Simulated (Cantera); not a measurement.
A Cantera script and what it prints.

```python
import numpy as np
import cantera as ct

gas_names = """
    H HNO HNO2 HNO3 HO2 H2 H2O H2O2 H2S H2SO4 N NH NH2 NH3 NH2OH NO NO2 NO3 N2 N2H2 N2H4 N2O O OH O2 O3
    S SH SN SO SO2 SO3 S2 S2O S8
""".split()
cond_names = """
    H2O(s) H2O(L) H2SO4(L) S(cr1) S(cr2) S(L)
""".split()


# ... load() reads the species with a 1 bar reference pressure and builds the phases ...
atoms = {
    'NH3': {'N': 1, 'H': 3},
    'SO2': {'S': 1, 'O': 2},
    'N2': {'N': 2},
}
top_T = {}  # K; cautious upper limits of use, not melting points


# ... equilibrate(T, P, feed) seeds the gas with the atoms and calls Mixture.equilibrate('TP', solver="vcs", rtol=1e-11, max_steps=5000) ...
results = []
T = 2050  # K
P = 540  # Pa
for m in [5.6, 6.6, 7.8, 9.1, 11, 13, 15, 17, 20, 24, 28]:
    feed = {'NH3': 1, 'SO2': 0.26, 'N2': m}  # mol
    mix = equilibrate(T, P, feed)
    results.append((T, P, feed, dict(zip(mix.species_names, mix.species_moles))))
    x = sorted(zip(gas.X, gas.species_names), reverse=True)
    print(f"T = {T:g} K  P = {P:g} Pa  n(N2) = {m:g} mol  gas = {mix.phase_moles(0):.4g} mol")
    print("   x: " + "  ".join(f"{s} {v:.3e}" for v, s in x if v > 0.001))
    print("   condensed (mol): " + ("  ".join(f"{mix.phase(i).name} {mix.phase_moles(i):.4g}"
          for i in range(1, mix.n_phases) if mix.phase_moles(i) > 1e-12) or "none"))
```

Result:

```
T = 2050 K  P = 540 Pa  n(N2) = 5.6 mol  gas = 7.848 mol
   x: N2 7.772e-01  H2 1.372e-01  H2O 4.647e-02  H 1.143e-02  SO 8.672e-03  S2 5.927e-03  SO2 5.302e-03  S 4.587e-03  SH 2.272e-03
   condensed (mol): none
T = 2050 K  P = 540 Pa  n(N2) = 6.6 mol  gas = 8.853 mol
   x: N2 8.019e-01  H2 1.218e-01  H2O 4.077e-02  H 1.077e-02  SO 7.913e-03  S2 5.049e-03  SO2 4.784e-03  S 4.234e-03  SH 1.975e-03
   condensed (mol): none
T = 2050 K  P = 540 Pa  n(N2) = 7.8 mol  gas = 10.06 mol
   x: N2 8.251e-01  H2 1.073e-01  H2O 3.550e-02  H 1.011e-02  SO 7.176e-03  SO2 4.287e-03  S2 4.252e-03  S 3.885e-03  SH 1.701e-03
   condensed (mol): none
T = 2050 K  P = 540 Pa  n(N2) = 9.1 mol  gas = 11.36 mol
   x: N2 8.447e-01  H2 9.502e-02  H2O 3.109e-02  H 9.516e-03  SO 6.530e-03  SO2 3.857e-03  S2 3.600e-03  S 3.575e-03  SH 1.473e-03
   condensed (mol): none
T = 2050 K  P = 540 Pa  n(N2) = 11 mol  gas = 13.27 mol
   x: N2 8.665e-01  H2 8.141e-02  H2O 2.627e-02  H 8.808e-03  SO 5.785e-03  SO2 3.370e-03  S 3.212e-03  S2 2.906e-03  SH 1.225e-03
   condensed (mol): none
T = 2050 K  P = 540 Pa  n(N2) = 13 mol  gas = 15.28 mol
   x: N2 8.835e-01  H2 7.073e-02  H2O 2.254e-02  H 8.211e-03  SO 5.176e-03  SO2 2.978e-03  S 2.910e-03  S2 2.385e-03  SH 1.035e-03
   condensed (mol): none
T = 2050 K  P = 540 Pa  n(N2) = 15 mol  gas = 17.29 mol
   x: N2 8.967e-01  H2 6.252e-02  H2O 1.971e-02  H 7.719e-03  SO 4.691e-03  SO2 2.670e-03  S 2.666e-03  S2 2.002e-03
   condensed (mol): none
T = 2050 K  P = 540 Pa  n(N2) = 17 mol  gas = 19.29 mol
   x: N2 9.071e-01  H2 5.600e-02  H2O 1.750e-02  H 7.306e-03  SO 4.295e-03  S 2.463e-03  SO2 2.422e-03  S2 1.709e-03
   condensed (mol): none
T = 2050 K  P = 540 Pa  n(N2) = 20 mol  gas = 22.3 mol
   x: N2 9.193e-01  H2 4.841e-02  H2O 1.495e-02  H 6.793e-03  SO 3.818e-03  S 2.216e-03  SO2 2.128e-03  S2 1.383e-03
   condensed (mol): none
T = 2050 K  P = 540 Pa  n(N2) = 24 mol  gas = 26.31 mol
   x: N2 9.312e-01  H2 4.098e-02  H2O 1.249e-02  H 6.250e-03  SO 3.334e-03  S 1.960e-03  SO2 1.834e-03  S2 1.082e-03
   condensed (mol): none
T = 2050 K  P = 540 Pa  n(N2) = 28 mol  gas = 30.32 mol
   x: N2 9.400e-01  H2 3.551e-02  H2O 1.070e-02  H 5.817e-03  SO 2.964e-03  S 1.761e-03  SO2 1.613e-03
   condensed (mol): none
```

Method: chemical equilibrium by Gibbs-energy minimisation in Cantera with the NASA 1993 tables (ideal gas, pure condensed phases).
